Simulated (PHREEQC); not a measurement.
## Brine (model solution)

A solution holds 0.53 mol Na2CO3 and 0.074 mol KBr per kg of water, at 30 °C. Closed to the air; pH follows from the charge balance.

Equilibrium calculation in PHREEQC: Pitzer model, pitzer.dat.

Each row changes one thing in this solution. No solid was allowed to form.

| case | pH | ionic strength (mol/kgw) | HCO3- (mol/kgw) | CO2 (mol/kgw) | SI of Natron (Na2CO3:10H2O) | SI of Nahcolite (NaHCO3) |
|---|---|---|---|---|---|---|
| as made | 11.48 | 1.66 | 0.00661 | 1.78e-8 | -1.12 | -2.33 |
| KBr left out | 11.49 | ? | 0.00667 | 1.81e-8 | -1.10 | -2.32 |
| KBr from 0.074 to 0.37 mol/kgw | 11.48 | 1.95 | 0.00638 | 1.68e-8 | -1.18 | -2.34 |
| diluted 5-fold with water | 11.24 | 0.329 | 0.00363 | 2.98e-8 | ? | -3.00 |
| Na2CO3 from 0.53 to 0.795 mol/kgw | 11.56 | 2.45 | 0.00748 | 1.34e-8 | -0.81 | -2.19 |

Problem. Complete the blanks.

Solution. 
- KBr left out, ionic strength (mol/kgw): 1.58
- diluted 5-fold with water, SI of Natron (Na2CO3:10H2O): -2.55

Species that the database lacks are ignored. In brines, pH and single-ion activities rest on the MacInnes convention.
